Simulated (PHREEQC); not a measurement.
Dissolve 0.17 mol H2SO4 and 0.043 mol K2SO4 per kg of water at 20 °C. Closed to the air; pH follows from the charge balance.

Equilibrium calculation in PHREEQC: ion-association model, phreeqc.dat.

This is a speciation only: nothing precipitates in the calculation.

**Question.** Order these S species by the share of S that they hold, largest first: SO4-2, HSO4-, KSO4-.

**Answer.** HSO4- (78 %), SO4-2 (19 %), KSO4- (2.4 %)

The pH is 0.87 and the ionic strength 0.294 mol/kgw.
